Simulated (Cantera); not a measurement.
Silicon carbide growth: (CH3)2SiCl2 + CH4 + H2

Charge: 1 mol (CH3)2SiCl2, 0.072 mol CH4, a varied amount of H2, at 2450 K and 3.70 mbar.

Method: chemical equilibrium by Gibbs-energy minimisation in Cantera with the NASA 1993 tables (ideal gas, pure condensed phases). Candidate condensed phases: C, C6H6, C7H8, C8H18, Si, SiC; 109 gas species. The feed counts by its element totals alone. The tables' values for SiCl are old estimates; treat these amounts as uncertain. Gases not in the tables: Si2H6 and higher silanes. The numbers say what is thermodynamically allowed, not how fast it happens.

```tsv
n(H2) (mol)	x H2	x H	x HCl	x Si	x Cl	x SiC2	x SiCl2	x SiCl	n C(graphite)
2.1	0.440	0.219	0.162	0.0793	0.0574	0.0178	0.00832	0.00595	1.68
2.7	0.459	0.224	0.152	0.0745	0.0526	0.0167	0.00658	0.00512	1.66
3.6	0.484	0.230	0.139	0.0681	0.0468	0.0153	0.00477	0.00417	1.64
4.7	0.508	0.235	0.125	0.0617	0.0413	0.0138	0.00335	0.00333	1.62
6.1	0.532	0.241	0.111	0.0550	0.0358	0.0123	0.00225	0.00258	1.60
8	0.557	0.247	0.0966	0.0479	0.0304	0.0107	0.00141	0.00190	1.57
10	0.577	0.251	0.0847	0.0422	0.0262	0.00944	0.000920	0.00144	1.53
14	0.605	0.257	0.0679	0.0340	0.0205	0.00761	0.000454	0.000909	1.47
18	0.623	0.261	0.0566	0.0285	0.0168	0.00637	0.000256	0.000625	1.41
23	0.639	0.264	0.0468	0.0236	0.0137	0.00529	0.000142	0.000424	1.33
```
x: gas mole fraction; n: condensed amount in mol.

From 2.1 mol H2 to 23 mol H2 the condensed part is C(graphite). The main Si-bearing gas is Si throughout.
